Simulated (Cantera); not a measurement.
A perfectly stirred reactor is fed with 1.38 % H2, 98.6 % O2, equivalence ratio 0.0070, at 0.0320 bar; it is held at 1148 K, and followed from long to short residence time.

Cantera simulation using the H2/O2 subset of GRI-Mech 3.0, which has no nitrogen chemistry; the numbers are that mechanism's predictions, not measurements. Radical loss at walls, strong at low pressure, is not modelled.

Task: Predict: x(H2) at τ = 4.20 s; x(O2) at τ = 4.20 s; x(H) at τ = 4.20 s; x(OH) at τ = 4.20 s; x(HO2) at τ = 4.20 s; x(H2) at τ = 0.120 s; x(O2) at τ = 0.120 s; x(H) at τ = 0.120 s; x(OH) at τ = 0.120 s; x(HO2) at τ = 0.120 s.

Result: 
| Quantity | Result |
|---|---|
| x(H2) at τ = 4.20 s | 2.56e-5 |
| x(O2) at τ = 4.20 s | 0.986 |
| x(H) at τ = 4.20 s | 3.57e-6 |
| x(OH) at τ = 4.20 s | 0.000147 |
| x(HO2) at τ = 4.20 s | 5.44e-7 |
| x(H2) at τ = 0.120 s | 0.000189 |
| x(O2) at τ = 0.120 s | 0.984 |
| x(H) at τ = 0.120 s | 0.000102 |
| x(OH) at τ = 0.120 s | 0.000494 |
| x(HO2) at τ = 0.120 s | 2.05e-6 |
